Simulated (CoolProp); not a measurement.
CH2F2 (R32) at several states: Z from the reference equation and from simpler models built on Tc = 78.1 °C, pc = 5783 kPa, ω = 0.277; each cubic takes its own stable root.

Computed with CoolProp (reference Helmholtz-energy equation of state, Tillner-Roth 1997).

| T (°C) | p (kPa) | phase | reference | van der Waals | Redlich-Kwong | Soave-Redlich-Kwong | Peng-Robinson |
|---|---|---|---|---|---|---|---|
| -117.95 | 383 | liquid | 0.01116 | 0.02216 | 0.01489 | 0.01463 | [?] |
| -86.45 | 14700 | liquid | 0.3727 | 0.7172 | [?] | 0.4820 | 0.4291 |
| 93.75 | 823 | gas | 0.9516 | 0.9608 | 0.9561 | [?] | 0.9521 |

**Question.** Some entries are withheld; supply them.

**Answer.** 
- -117.95, Peng-Robinson: 0.01303
- -86.45, Redlich-Kwong: 0.4924
- 93.75, Soave-Redlich-Kwong: 0.9572
